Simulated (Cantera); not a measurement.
An isothermal, constant-pressure homogeneous reactor starts with NH₃ : N₂ = 1 : 2.1 (molar parts), at 2273 K and 0.570 bar. Integrator tolerance rtol = 1e-08.

Detailed kinetics in Cantera: the gas-phase N/H chemistry of the illustrative SiF4/NH3 mechanism in the Surface Chemkin manual (1991). Walls and surfaces, which speed up NH3 decomposition in real reactors, are not modelled.

Task: What does this change do: temperature 2273 to 1200 K?

Result: 
```tsv
quantity	before	after
x(NH₃) at 3.00 s	1.33e-6 (gas-phase equilibrium 1.33e-6)	0.323 (gas-phase equilibrium 1.88e-5)
x(NH₂) at 3.00 s	7.81e-8 (gas-phase equilibrium 7.81e-8)	1.41e-6 (gas-phase equilibrium 1.30e-11)
x(N₂) at 3.00 s	0.632 (gas-phase equilibrium 0.632)	0.677 (gas-phase equilibrium 0.634)
x(N₂H₄) at 3.00 s	<1e-12 (gas-phase equilibrium <1e-12)	3.31e-8 (gas-phase equilibrium <1e-12)
x(H) at 3.00 s	0.00673 (gas-phase equilibrium 0.00673)	1.66e-10 (gas-phase equilibrium 1.59e-7)
```
